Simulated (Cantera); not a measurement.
An adiabatic, constant-volume homogeneous reactor starts with CH4 : O2 : N2 = 1 : 1.25 : 4.7 (molar parts), at 1225 K and 101000 Pa. Integrator tolerance rtol = 1e-08.

Model: GRI-Mech 3.0 (53 species, 325 reactions), integrated in Cantera.

What does this change do: O2 1.25 to 0.45 parts?


```tsv
quantity	before	after
time of steepest temperature rise	38.8 ms	not reached
temperature at 0.100 s	2774 K	1239 K
equilibrium temperature	2774 K	1366 K
x(CH4) at 0.100 s	3.57e-12 (gas-phase equilibrium 4.10e-12)	0.160 (gas-phase equilibrium 0.00862)
x(O2) at 0.100 s	0.000467 (gas-phase equilibrium 0.000467)	0.0715 (gas-phase equilibrium <1e-12)
x(C2H2) at 0.100 s	<1e-12 (gas-phase equilibrium <1e-12)	3.43e-7 (gas-phase equilibrium 0.000152)
x(H2O) at 0.100 s	0.157 (gas-phase equilibrium 0.157)	0.00200 (gas-phase equilibrium 1.00e-5)
x(CH3) at 0.100 s	9.34e-12 (gas-phase equilibrium 1.07e-11)	1.83e-5 (gas-phase equilibrium 8.93e-7)
x(N2O) at 0.100 s	1.15e-7 (gas-phase equilibrium 1.15e-7)	2.08e-9 (gas-phase equilibrium <1e-12)
x(HO2) at 0.100 s	4.41e-7 (gas-phase equilibrium 4.41e-7)	3.03e-6 (gas-phase equilibrium <1e-12)
```

What does this change do: CH4 1 to 0.64 parts?


```csv
quantity,before,after
time of steepest temperature rise,38.8 ms,30.8 ms
temperature at 0.100 s,2774 K,2836 K
equilibrium temperature,2774 K,2836 K
x(CH4) at 0.100 s,3.57e-12 (gas-phase equilibrium 4.10e-12),<1e-12 (gas-phase equilibrium <1e-12)
x(O2) at 0.100 s,0.000467 (gas-phase equilibrium 0.000467),0.0165 (gas-phase equilibrium 0.0165)
x(C2H2) at 0.100 s,<1e-12 (gas-phase equilibrium <1e-12),<1e-12 (gas-phase equilibrium <1e-12)
x(H2O) at 0.100 s,0.157 (gas-phase equilibrium 0.157),0.153 (gas-phase equilibrium 0.153)
x(CH3) at 0.100 s,9.34e-12 (gas-phase equilibrium 1.07e-11),<1e-12 (gas-phase equilibrium <1e-12)
x(N2O) at 0.100 s,1.15e-7 (gas-phase equilibrium 1.15e-7),8.22e-7 (gas-phase equilibrium 8.22e-7)
x(HO2) at 0.100 s,4.41e-7 (gas-phase equilibrium 4.41e-7),7.11e-6 (gas-phase equilibrium 7.11e-6)
```

What does this change do: pressure from 101000 Pa to 2400000 Pa?


| quantity | before | after |
|---|---|---|
| time of steepest temperature rise | 38.8 ms | 1.55 ms |
| temperature at 0.100 s | 2774 K | 2901 K |
| equilibrium temperature | 2774 K | 2901 K |
| x(CH4) at 0.100 s | 3.57e-12 (gas-phase equilibrium 4.10e-12) | 1.49e-9 (gas-phase equilibrium 1.66e-9) |
| x(O2) at 0.100 s | 0.000467 (gas-phase equilibrium 0.000467) | 5.33e-5 (gas-phase equilibrium 5.33e-5) |
| x(C2H2) at 0.100 s | <1e-12 (gas-phase equilibrium <1e-12) | 5.26e-12 (gas-phase equilibrium 5.73e-12) |
| x(H2O) at 0.100 s | 0.157 (gas-phase equilibrium 0.157) | 0.165 (gas-phase equilibrium 0.165) |
| x(CH3) at 0.100 s | 9.34e-12 (gas-phase equilibrium 1.07e-11) | 1.17e-9 (gas-phase equilibrium 1.30e-9) |
| x(N2O) at 0.100 s | 1.15e-7 (gas-phase equilibrium 1.15e-7) | 2.32e-7 (gas-phase equilibrium 2.32e-7) |
| x(HO2) at 0.100 s | 4.41e-7 (gas-phase equilibrium 4.41e-7) | 2.55e-7 (gas-phase equilibrium 2.55e-7) |
The pressure lies above the range GRI-Mech 3.0 was tuned for (to about 10 atm).
